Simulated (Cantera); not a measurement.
A freely propagating, adiabatic, planar premixed flame of 9.91 % CH₄, 18.0 % O₂, 72.1 % N₂, equivalence ratio 1.1, unburnt at 675 K and 1.18 atm; multicomponent+Soret transport, grid criteria slope 0.08 and curve 0.16, no radiation.

Computed with Cantera and GRI-Mech 3.0 (53 species, 325 reactions). Burning velocities carry a grid error of a few per cent, more on coarse grids.

Question: Predict: laminar burning velocity; thermal thickness; peak x(O); peak x(CO); peak x(HCO).

Answer: 
| Item | Value |
|---|---|
| laminar burning velocity | 143 cm/s |
| thermal thickness | 0.285 mm |
| peak x(O) | 0.00359 |
| peak x(CO) | 0.0582 |
| peak x(HCO) | 7.09e-5 |
